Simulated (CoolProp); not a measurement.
Fluorine along the isotherm -111.15 °C: Z from the reference equation and from simpler models built on Tc = -128.7 °C, pc = 5.240 MPa, ω = 0.045; each cubic takes its own stable root.

Values from CoolProp's reference Helmholtz-energy equation of state, de Reuck 1990.

```
p (MPa)          phase   reference  van der Waals  Redlich-Kwong  Peng-Robinson
-------  -------------  ----------  -------------  -------------  -------------
0.873              gas      0.9608         0.9616     (withheld)         0.9535
1.75               gas      0.9186         0.9205         0.9152         0.9052
2.62               gas      0.8740     (withheld)         0.8699         0.8557
3.49               gas      0.8268         0.8290     (withheld)         0.8042
4.37               gas      0.7760         0.7756         0.7709         0.7499
5.24     supercritical  (withheld)         0.7161         0.7168         0.6936
6.11     supercritical      0.6642     (withheld)         0.6590         0.6351
6.99     supercritical      0.6006     (withheld)         0.5976         0.5748
7.86     supercritical  (withheld)         0.4928     (withheld)         0.5187
```

Question: Fill in the missing entries.

Answer: 
- 0.873, Redlich-Kwong: 0.9586
- 2.62, van der Waals: 0.8766
- 3.49, Redlich-Kwong: 0.8222
- 5.24, reference: 0.7223
- 6.11, van der Waals: 0.6471
- 6.99, van der Waals: 0.5660
- 7.86, reference: 0.5362
- 7.86, Redlich-Kwong: 0.5391
